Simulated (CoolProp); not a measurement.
Model: reference Helmholtz-energy equation of state, Lemmon 2005, in CoolProp. It is a short technical equation, of lower accuracy than the large ones.

Task: For isobutene, give the phase and the cp (kJ/(kg K)), Joule-Thomson coefficient (K/MPa) at 480 K and 0.958 bar; 480 K and 17 bar.

Result: 
- 480 K and 0.958 bar: gas; cp 2.27, Joule-Thomson coefficient 5.78
- 480 K and 17 bar: gas; cp 2.38, Joule-Thomson coefficient 6.41
